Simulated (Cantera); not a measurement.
Mixture: H₂ : O₂ : N₂ = 1.4 : 1.14 : 5.34 (molar parts), equivalence ratio 0.61, at 101000 Pa, adiabatic and at constant volume. Ignition delay is the time to a rise of 400 K.

Computed with Cantera and GRI-Mech 3.0 (53 species, 325 reactions). Below about 950 K walls govern HO2 and H2O2 in real vessels. Where the delays flatten at high temperature, the 400 K rule measures the pace of heat release, not the induction time.

Task: Predict: delay at 925 K; delay at 1075 K; delay at 1225 K; delay at 1375 K; delay at 1525 K.

Result: 
```json
{
  "delay at 925 K": "81.7 ms",
  "delay at 1075 K": "0.125 ms",
  "delay at 1225 K": "47.6 µs",
  "delay at 1375 K": "27.8 µs",
  "delay at 1525 K": "21.3 µs"
}
```
